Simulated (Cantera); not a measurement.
B2O3 + O2 (boron, boron nitride and boron oxide)

Input: 1 mol B2O3, 6.8 mol O2, equilibrated at 0.0110 bar.

Method: chemical equilibrium by Gibbs-energy minimisation in Cantera with the NASA 1993 tables (ideal gas, pure condensed phases). Candidate condensed phases: B, B2O3; 10 gas species. Kinetics and transport are ignored.

```csv
T (K),log p O2,log p B2O3,log p BO2,log p O,log p BO,log p B2O2
1775,-2.02,-2.88,-3.84,-5.03,-7.45,-9.76
1850,-2.02,-2.89,-3.68,-4.73,-6.97,-9.31
1925,-2.03,-2.90,-3.54,-4.45,-6.52,-8.91
2000,-2.03,-2.92,-3.41,-4.19,-6.11,-8.54
2075,-2.03,-2.94,-3.30,-3.95,-5.74,-8.20
2150,-2.04,-2.98,-3.20,-3.73,-5.39,-7.90
2225,-2.05,-3.01,-3.11,-3.52,-5.07,-7.62
```
log p: log10 of the partial pressure in bar; nothing condenses.

From 1775 K to 2225 K nothing is condensed. The main B-bearing gas is B2O3 throughout.
